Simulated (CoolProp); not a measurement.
Vapour-liquid equilibrium of R152A (1) + R227EA (2) at 0.0924 MPa; x and y are mole fractions of (1).

Model: multi-fluid Helmholtz-energy mixture model, Outcalt 1996 and Lemmon 2016; pair parameters Bell 2016, in CoolProp.

Give the bubble temperature and the first vapour's composition at x = 0.25, 0.75, 0.85. Is there an azeotrope?

x = 0.25: 252.9 K, y = 0.319; x = 0.75: 248.4 K, y = 0.809; x = 0.85: 247.8 K, y = 0.883. No azeotrope shows between x = 0.05 and 0.95.

Pair parameters are fitted to limited data, so mixtures are less certain than the pure fluids. The gap from Raoult's law changes sign with composition, which may be real or a fault of the pair parameters; it wasn't checked against measurements.
